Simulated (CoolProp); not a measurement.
A single-stage vapour-compression cycle with C2F6 (R116): evaporating at 203.15 K (dew point), condensing at 260.15 K (bubble point), superheat 8 K, subcooling 2 K, compressor efficiency 0.7, no pressure losses. Each further row changes one setting.

Computed with CoolProp (reference Helmholtz-energy equation of state, Lemmon 2006). It is a short technical equation, of lower accuracy than the large ones.

| case | cooling COP | pressure ratio | discharge temperature (K) | refrigerating effect (kJ/kg) | volumetric capacity (kJ/m³) |
|---|---|---|---|---|---|
| as stated | 1.58 | 8.39 | 280.1 | 60.0 | 764 |
| evaporating temperature 208.15 K | 1.85 | 6.62 | 278.3 | 62.6 | 999 |
| condensing temperature 255.15 K | 1.86 | 7.25 | 274.8 | 65.9 | 839 |
| subcooling 7 K | 1.74 | 8.39 | 280.1 | 66.0 | 840 |
| superheat 18 K | 1.65 | 8.39 | 290.4 | 66.5 | 802 |
| compressor efficiency 0.6 | 1.35 | 8.39 | 287.4 | 60.0 | 764 |
